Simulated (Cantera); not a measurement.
A closed system holds: 1 mol MgCO3, 1.3 mol C, 0.13 mol H2O, at 2.20 bar.

Cantera equilibrium calculation (NASA polynomials, part measured and part estimated; ideal gas, pure solids and liquids). Candidate condensed phases: C, C6H6, C7H8, C8H18, H2O, Mg, MgCO3, MgO, Mg(OH)2; 116 gas species. The tables' values for MgH are old estimates; treat these amounts as uncertain. Rates play no part. All values below are at 2023 K.

Base state: CO 0.902, H2 0.0520, Mg 0.0450, H 0.000292, MgH 0.000240, C2H2 (acetylene) 4.64e-5, CO2 4.11e-5, H2O 1.10e-5 (mole fractions); condensed: C(graphite) + MgO(s).

**Question.** What changes in the equilibrium state with this change: pressure from 2.20 bar to 0.100 bar?

**Answer.** 
```json
[
 {"species": "CO", "before": "0.902", "after": "0.883"},
 {"species": "Mg", "before": "0.0450", "after": "0.0660"},
 {"species": "H2", "before": "0.0520", "after": "0.0491"},
 {"species": "C2H2 (acetylene)", "before": "4.64e-5", "after": "<1e-9"},
 {"species": "CO2", "before": "4.11e-5", "after": "0.000603"},
 {"species": "H2O", "before": "1.10e-5", "after": "0.000156"},
 {"species": "H", "before": "0.000292", "after": "0.00133"},
 {"species": "C(graphite), mol", "before": "0.0575", "after": "0"},
 {"species": "MgO(s), mol", "before": "0.888", "after": "0.828"}
]
```
